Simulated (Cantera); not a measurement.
Input (Python, Cantera) and output of one run.

```python
import numpy as np
import cantera as ct

gas_names = """
    B BH BH2 BH3 BN B2 H H2 N NH NH2 NH3 N2 N2H2 N2H4
""".split()
cond_names = """
    B(b) B(L) BN(s)
""".split()


# ... load() reads the species with a 1 bar reference pressure and builds the phases ...
atoms = {
    'B2H6': {'B': 2, 'H': 6},
    'N2': {'N': 2},
    'NH3': {'N': 1, 'H': 3},
}
top_T = {'BN(s)': 3200}  # K; cautious upper limits of use, not melting points


# ... equilibrate(T, P, feed) seeds the gas with the atoms and calls Mixture.equilibrate('TP', solver="vcs", rtol=1e-11, max_steps=5000) ...
results = []
T = 848  # K
P = 20  # Pa
for m in [0.26, 0.31, 0.37, 0.44, 0.52, 0.61, 0.72, 0.86, 1, 1.2, 1.4]:
    feed = {'B2H6': 1, 'N2': 0.63, 'NH3': m}  # mol
    mix = equilibrate(T, P, feed)
    results.append((T, P, feed, dict(zip(mix.species_names, mix.species_moles))))

top = {s: max(r[3][s] / sum(r[3][g] for g in gas_names) for r in results) for s in gas_names}
cols = sorted((s for s in top if top[s] > 1e-05), key=lambda s: -top[s])[:9]
seen = [c for c in cond_names if any(r[3].get(c, 0) > 1e-12 for r in results)]
print("log10 of partial pressures in bar; condensed amounts in mol")
print(f"{'n(NH3)':>10s}" + "".join(f"{s[:9]:>10s}" for s in cols + seen))
for T, P, feed, n in results:
    ng = sum(n[g] for g in gas_names)
    print(f"{feed['NH3']:10.4g}" + "".join(f"{np.log10(max(n[s] / ng * P / 1e5, 1e-99)):10.3f}" for s in cols)
          + "".join(f"{n.get(c, 0):10.4g}" for c in seen))
```

Result:

```
log10 of partial pressures in bar; condensed amounts in mol
    n(NH3)        H2        N2      B(b)     BN(s)
      0.26    -3.699   -21.701      0.48      1.52
      0.31    -3.699   -21.701      0.43      1.57
      0.37    -3.699   -21.701      0.37      1.63
      0.44    -3.699   -21.701       0.3       1.7
      0.52    -3.699   -21.701      0.22      1.78
      0.61    -3.699   -21.701      0.13      1.87
      0.72    -3.699   -21.701      0.02      1.98
      0.86    -3.705    -5.559         0         2
         1    -3.711    -5.251         0         2
       1.2    -3.719    -5.039         0         2
       1.4    -3.726    -4.915         0         2
```

Method: chemical equilibrium by Gibbs-energy minimisation in Cantera with the NASA 1993 tables (ideal gas, pure condensed phases). The feed counts by its element totals alone.
